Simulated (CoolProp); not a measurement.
A single-stage vapour-compression cycle with propane: evaporating at 270.15 K (dew point), condensing at 298.15 K (bubble point), superheat 10 K, subcooling 8 K, compressor efficiency 0.6, no pressure losses. Each further row changes one setting.

Computed with CoolProp (reference Helmholtz-energy equation of state, Lemmon 2009).

```tsv
case	cooling COP	pressure ratio	discharge temperature (K)	refrigerating effect (kJ/kg)	volumetric capacity (kJ/m³)
as stated	5.34	2.20	324.5	345	3110
evaporating temperature 275.15 K	6.74	1.89	321.2	351	3660
condensing temperature 293.15 K	6.65	1.93	317.2	358	3220
subcooling 13 K	5.54	2.20	324.5	358	3220
superheat 20 K	5.34	2.20	334.8	362	3110
compressor efficiency 0.5	4.45	2.20	331.0	345	3110
```
